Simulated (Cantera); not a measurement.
A freely propagating, adiabatic, planar premixed flame of H2 : O2 : N2 = 1 : 0.926 : 3.15 (molar parts), equivalence ratio 0.54, unburnt at 475 K and 0.109 atm; mixture-averaged transport, grid criteria slope 0.08 and curve 0.16, no radiation.

Model: the H2/O2 subset of GRI-Mech 3.0, which has no nitrogen chemistry, integrated in Cantera. Burning velocities carry a grid error of a few per cent, more on coarse grids. Lean hydrogen flames are cellular in practice and burn faster than this planar one.

**Question.** Predict: laminar burning velocity; thermal thickness; peak x(H); peak x(OH); peak x(H2O2).

**Answer.** 
```
Property                    Result
------------------------  --------
laminar burning velocity  255 cm/s
thermal thickness          6.88 mm
peak x(H)                   0.0359
peak x(OH)                  0.0106
peak x(H2O2)               6.27e-6
```
